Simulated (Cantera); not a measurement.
Mixture: CO : H2 : O2 : N2 : H2O = 1 : 0.14 : 0.77 : 3.93 : 0.26 (molar parts), at 1200 Torr, adiabatic and at constant pressure. Ignition delay is the time to a rise of 400 K.

Model: GRI-Mech 3.0 (53 species, 325 reactions), integrated in Cantera. Where the delays flatten at high temperature, the 400 K rule measures the pace of heat release, not the induction time.

### Question
What does this change do: H2O 0.26 to 0.085 parts?

### Answer
```tsv
quantity	before	after
delay at 1225 K	96.2 µs	93.3 µs
delay at 1375 K	57.6 µs	60.2 µs
delay at 1525 K	45.2 µs	49.9 µs
delay at 1675 K	42.3 µs	49.0 µs
delay at 1825 K	45.1 µs	54.1 µs
```
